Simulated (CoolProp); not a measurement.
Properties of CHF3 (R23) along the isotherm 475 K.

Computed with CoolProp (reference Helmholtz-energy equation of state, Penoncello 2003).

```tsv
p (kPa)	phase	density (kg/m³)	cp (kJ/(kg K))	cv (kJ/(kg K))	isothermal compressibility (1/MPa)	Prandtl number
3220	gas	59.41	1.015	0.8561	[?]	[?]
6440	supercritical	123.3	1.074	0.8684	0.1661	0.867
9660	supercritical	190.9	1.135	0.8797	0.1122	[?]
12900	supercritical	260.9	1.194	[?]	0.08312	0.891
16100	supercritical	329.7	1.243	0.8981	0.06416	0.920
19300	supercritical	[?]	1.280	0.9050	0.05039	0.954
22500	supercritical	456.8	1.305	0.9107	0.04013	0.988
25800	supercritical	514.4	1.321	0.9155	0.03221	1.02
29000	supercritical	564.7	1.329	0.9194	[?]	1.05
32200	supercritical	610.0	1.331	0.9228	0.02198	1.08
35400	supercritical	650.7	1.330	0.9258	0.01854	1.10
38700	supercritical	688.5	1.327	0.9286	0.01576	1.13
41900	supercritical	721.5	1.322	0.9310	[?]	1.15
45100	supercritical	751.6	1.317	0.9333	0.01191	1.17
48300	supercritical	[?]	1.311	0.9354	0.01051	1.19
```

### Question
Some entries are withheld; supply them.

### Answer

- 3220, isothermal compressibility (1/MPa): 0.3226
- 3220, Prandtl number: 0.886
- 9660, Prandtl number: 0.871
- 12900, cv (kJ/(kg K)): 0.8897
- 19300, density (kg/m³): 395.5
- 29000, isothermal compressibility (1/MPa): 0.02642
- 41900, isothermal compressibility (1/MPa): 0.01362
- 48300, density (kg/m³): 779.0

Viscosity comes from a separate model (Shan 2000). Thermal conductivity comes from a separate model (Shan 2000).
